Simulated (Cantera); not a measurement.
**Adiabatic ignition**

An adiabatic, constant-pressure homogeneous reactor starts with 15.3 % CH4, 1.52 % H2, 17.5 % O2, 65.7 % N2, at 1325 K and 320000 Pa.

Cantera simulation using GRI-Mech 3.0 (53 species, 325 reactions); the numbers are that mechanism's predictions, not measurements.

```csv
t (s),T (K),x CH4,x H2,x O2,x HCN,x C2H
1.00e-6,1325,0.153,0.0152,0.175,<1e-12,<1e-12
4.84e-6,1325,0.153,0.0152,0.175,<1e-12,<1e-12
2.34e-5,1325,0.153,0.0152,0.175,<1e-12,<1e-12
0.000113,1325,0.153,0.0152,0.175,<1e-12,<1e-12
0.000547,1329,0.152,0.0151,0.174,<1e-12,<1e-12
0.00265,2511,6.10e-11,0.130,1.64e-5,1.31e-6,<1e-12
0.0128,2512,5.18e-11,0.130,1.67e-5,1.82e-7,<1e-12
0.0619,2512,5.18e-11,0.130,1.67e-5,1.80e-7,<1e-12
0.299,2512,5.18e-11,0.130,1.67e-5,1.80e-7,<1e-12
1.45,2512,5.18e-11,0.130,1.67e-5,1.80e-7,<1e-12
7.00,2512,5.18e-11,0.130,1.67e-5,1.80e-7,<1e-12
```
x: mole fraction; the columns are a selection and need not sum to one.

- time of steepest temperature rise: 2.23 ms
- temperature at 7.00 s: 2512 K
- equilibrium temperature: 2512 K
- x(CH4) at 7.00 s: 5.18e-11 (gas-phase equilibrium 5.84e-11)
- x(H2) at 7.00 s: 0.130 (gas-phase equilibrium 0.130)
- x(O2) at 7.00 s: 1.67e-5 (gas-phase equilibrium 1.67e-5)
